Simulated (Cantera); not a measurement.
# Hydrocarbon pyrolysis for carbon deposition

An isothermal, constant-pressure homogeneous reactor starts with 25.3 % CH4, 73.5 % H2, 1.19 % H2O, at 1725 K and 405 Torr.

Cantera simulation using GRI-Mech 3.0 (53 species, 325 reactions); the numbers are that mechanism's predictions, not measurements. GRI-Mech 3.0 stops at C3 and has no aromatics, soot or wall deposition, so with more carbon than oxygen in the feed, carbon stays in small species such as C2H2 where larger ones or solid carbon would form.

```csv
t (s),x CH4,x H2,x CH2,x C2H4,x H,x CH3
2.00e-5,0.253,0.735,3.60e-9,2.34e-7,2.04e-5,0.000138
6.55e-5,0.253,0.735,3.38e-8,8.49e-6,6.11e-5,0.000420
0.000215,0.252,0.735,1.55e-7,0.000216,0.000134,0.000922
0.000703,0.247,0.738,2.21e-7,0.00148,0.000165,0.00110
0.00230,0.231,0.747,2.11e-7,0.00246,0.000168,0.00104
0.00754,0.191,0.772,1.84e-7,0.00208,0.000177,0.000876
0.0247,0.120,0.815,1.32e-7,0.00161,0.000195,0.000579
0.0809,0.0532,0.857,7.21e-8,0.00159,0.000219,0.000275
0.265,0.0213,0.877,3.49e-8,0.00172,0.000235,0.000115
0.869,0.0147,0.883,2.48e-8,0.00173,0.000239,8.08e-5
2.85,0.0140,0.886,2.22e-8,0.00169,0.000240,7.66e-5
9.32,0.0138,0.886,2.16e-8,0.00169,0.000240,7.57e-5
30.5,0.0138,0.886,2.16e-8,0.00169,0.000240,7.57e-5
100,0.0138,0.886,2.16e-8,0.00169,0.000240,7.57e-5
```
x: mole fraction; the columns are a selection and need not sum to one.

Equilibrium at this temperature and pressure: CH4 0.0138, H2 0.886, CH2 2.16e-8, C2H4 0.00169, H 0.000240, CH3 7.57e-5 (gas phase only).
